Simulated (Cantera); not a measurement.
Standard-state values (1 bar) from the NASA 1993 polynomials, evaluated with Cantera. Values are per mole of reaction as written; species without (g) are pure solids or liquids, kept so even where they would boil at 1 bar.

4 H(g) + TiCl4(g) = 4 HCl(g) + Ti, with ΔH° = -478.1 kJ and ΔS° = -35.7 J/K at 300 K.

How far is the shortcut ΔG° ≈ ΔH°(300 K) − T·ΔS°(300 K) from the full temperature-dependent value at 1850, 1900, 1950, 2000, 2050, 2100 K?


```tsv
T (K)	shortcut (kJ)	full (kJ)	difference (kJ)	difference in log10 K	condensed phases
1850	-412.1	-347.4	-64.7	1.83	Ti(β)
1900	-410.3	-342.7	-67.6	1.86	Ti(β)
1950	-408.6	-338.1	-70.5	1.89	Ti(l)
2000	-406.8	-333.8	-73.0	1.91	Ti(l)
2050	-405.0	-329.5	-75.5	1.92	Ti(l)
2100	-403.2	-325.2	-78.0	1.94	Ti(l)
```
The shortcut ignores heat capacities and the phase changes listed.
